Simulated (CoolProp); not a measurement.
A Linde-Hampson liquefier for normal hydrogen: isothermal reversible compression at 230 K from 1 atm to 15 MPa, throttling to 1 atm, return gas leaving the recuperator 5 K below the feed. Each further row changes one setting.

Values from CoolProp's reference Helmholtz-energy equation of state, Leachman 2009.

| case | compression work (kJ/kg of gas) |
|---|---|
| as stated | 4840 |
| high pressure 30 MPa | 5600 |
| warm-end temperature 260 K | 5460 |
| warm-end gap 10 K | 4840 |
